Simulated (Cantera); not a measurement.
A perfectly stirred reactor is fed with 7.81 % CH4, 1.64 % H2, 10.9 % O2, 71.2 % N2, 6.02 % CO2, 2.34 % H2O, equivalence ratio 1.5, at 8.90 bar; it is adiabatic with a 475 K inlet, and is followed from long to short residence time, starting on the burning branch (τ in s: 0.14, 0.053, 0.02, 0.0078, 0.003, 0.0011, 0.00044, 0.00017, 6.4e-05, 2.4e-05, 9.3e-06, 3.6e-06).

Detailed kinetics in Cantera: GRI-Mech 3.0 (53 species, 325 reactions).

### Question
Predict: blow-out, bracketed by the residence times tried; x(CH4) at τ = 0.140 s; x(H2) at τ = 0.140 s; x(O2) at τ = 0.140 s; x(CO) at τ = 0.140 s; x(HO2) at τ = 0.140 s; x(CH4) at τ = 0.440 ms; x(H2) at τ = 0.440 ms; x(O2) at τ = 0.440 ms.

### Answer
- blow-out, bracketed by the residence times tried: burning at 7.80 ms, out at 3.00 ms
- x(CH4) at τ = 0.140 s: 0.0105
- x(H2) at τ = 0.140 s: 0.0218
- x(O2) at τ = 0.140 s: 0.00201
- x(CO) at τ = 0.140 s: 0.0349
- x(HO2) at τ = 0.140 s: 7.51e-7
- x(CH4) at τ = 0.440 ms: 0.0781
- x(H2) at τ = 0.440 ms: 0.0164
- x(O2) at τ = 0.440 ms: 0.109
